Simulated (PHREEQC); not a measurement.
A solution holds 0.014 mol FeCl3, 3.5e-05 mol NaHCO3 and 0.0014 mol Na2SO4 per kg of water, at 25 °C. Closed to the air; pH follows from the charge balance.

All values are PHREEQC results (ion-association model, phreeqc.dat), not measurements.

| Item | Value |
|---|---|
| pH | 2.29 |
| ionic strength | 0.0682 mol/kgw |
| total alkalinity | -28.0 meq/kg |

```csv
species,molality,activity,log γ
Cl-,0.0395,0.0314,-0.100
H+,0.00612,0.00515,-0.075
Fe+3,0.00456,0.000961,-0.676
FeOH+2,0.00284,0.00120,-0.373
Na+,0.00283,0.00229,-0.093
FeCl+2,0.00215,0.000910,-0.373
Fe2(OH)2+4,0.00130,3.90e-5,-1.523
FeSO4+,0.00111,0.000896,-0.093
SO4-2,0.000202,8.50e-5,-0.376
FeCl2+,0.000158,0.000128,-0.093
Fe3(OH)4+5,0.000151,6.31e-7,-2.380
Fe(OH)2+,9.54e-5,7.74e-5,-0.091
HSO4-,5.30e-5,4.25e-5,-0.095
CO2,3.50e-5,3.55e-5,0.007
FeHSO4+2,2.97e-5,1.23e-5,-0.381
```

No solid was allowed to form. Saturation is exceeded, for instance for Hematite (slow to form), Goethite (slow to form); the values hold only as long as no solid forms. Species that the database lacks are ignored.
